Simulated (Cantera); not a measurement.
Charge: 1 mol Al, 4.9 mol H₂O, 72 mol N₂, equilibrated at 0.0133 bar.

These are equilibrium values from Cantera (NASA tables, ideal gas, pure condensed phases), not measurements of a reactor. Candidate condensed phases: Al, AlN, Al₂O₃, H₂O; 35 gas species. The numbers say what is thermodynamically allowed, not how fast it happens.

**Question.** At 1450 °C, list the 5 most abundant gas species with their mole fractions, and the condensed phases.

**Answer.** N₂ 0.936, H₂O 0.0442, H₂ 0.0194, H 0.000220, OH 2.74e-5. Condensed: Al₂O₃(s).
